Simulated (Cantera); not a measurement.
**Silicon carbide growth: CH3SiH3 + CH4 + H2**

Feed: 1 mol CH3SiH3, 0.41 mol CH4, 43 mol H2, equilibrated at 1723 K.

Cantera equilibrium calculation (NASA polynomials, part measured and part estimated; ideal gas, pure solids and liquids). Candidate condensed phases: C, C6H6, C7H8, C8H18, Si, SiC; 87 gas species. The feed counts by its element totals alone. Rates play no part.

```json
[
 {"P (Pa)": "100", "x H2": "0.994", "x H": "0.00575", "x CH4": "9.94e-7", "x C2H2 (acetylene)": "9.00e-5", "x Si": "1.64e-5", "x CH3": "1.17e-7", "x C2H4": "3.65e-9", "n C(graphite)": "0.402", "n SiC(s)": "0.999"},
 {"P (Pa)": "320", "x H2": "0.997", "x H": "0.00322", "x CH4": "3.20e-6", "x C2H2 (acetylene)": "9.02e-5", "x Si": "5.12e-6", "x CH3": "2.10e-7", "x C2H4": "1.18e-8", "n C(graphite)": "0.402", "n SiC(s)": "1.000"},
 {"P (Pa)": "1000", "x H2": "0.998", "x H": "0.00182", "x CH4": "1.00e-5", "x C2H2 (acetylene)": "9.03e-5", "x Si": "1.64e-6", "x CH3": "3.72e-7", "x C2H4": "3.68e-8", "n C(graphite)": "0.401", "n SiC(s)": "1.000"},
 {"P (Pa)": "3200", "x H2": "0.999", "x H": "0.00102", "x CH4": "3.21e-5", "x C2H2 (acetylene)": "9.04e-5", "x Si": "5.12e-7", "x CH3": "6.66e-7", "x C2H4": "1.18e-7", "n C(graphite)": "0.400", "n SiC(s)": "1.000"},
 {"P (Pa)": "10000", "x H2": "0.999", "x H": "0.000576", "x CH4": "0.000100", "x C2H2 (acetylene)": "9.04e-5", "x Si": "1.64e-7", "x CH3": "1.18e-6", "x C2H4": "3.69e-7", "n C(graphite)": "0.397", "n SiC(s)": "1.000"},
 {"P (Pa)": "32000", "x H2": "0.999", "x H": "0.000322", "x CH4": "0.000321", "x C2H2 (acetylene)": "9.04e-5", "x Si": "5.12e-8", "x CH3": "2.11e-6", "x C2H4": "1.18e-6", "n C(graphite)": "0.386", "n SiC(s)": "1.000"},
 {"P (Pa)": "100000", "x H2": "0.999", "x H": "0.000182", "x CH4": "0.00100", "x C2H2 (acetylene)": "9.04e-5", "x Si": "1.64e-8", "x CH3": "3.72e-6", "x C2H4": "3.69e-6", "n C(graphite)": "0.354", "n SiC(s)": "1.000"}
]
```
x: gas mole fraction; n: condensed amount in mol.

From 0.00100 bar to 1.00 bar the condensed part is C(graphite) + SiC(s). The main Si-bearing gas is Si at 0.00100 bar and SiH2 at 1.00 bar.
